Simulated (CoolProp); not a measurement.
Vapour-liquid equilibrium of carbon dioxide (1) + CH3F (R41) (2) at 589 kPa; x and y are mole fractions of (1).

The numbers come from the multi-fluid Helmholtz-energy mixture model, Span 1996 and Lemmon 2006; pair parameters Bell 2016 in CoolProp.

Task: Give the bubble temperature and the first vapour's composition at x = 0.05, 0.55, 0.95. Is there an azeotrope?

Result: x = 0.05: 232.9 K, y = 0.078; x = 0.55: 225.4 K, y = 0.663; x = 0.95: 220.2 K, y = 0.972. No azeotrope shows between x = 0.05 and 0.95.

Pair parameters are fitted to limited data, so mixtures are less certain than the pure fluids.
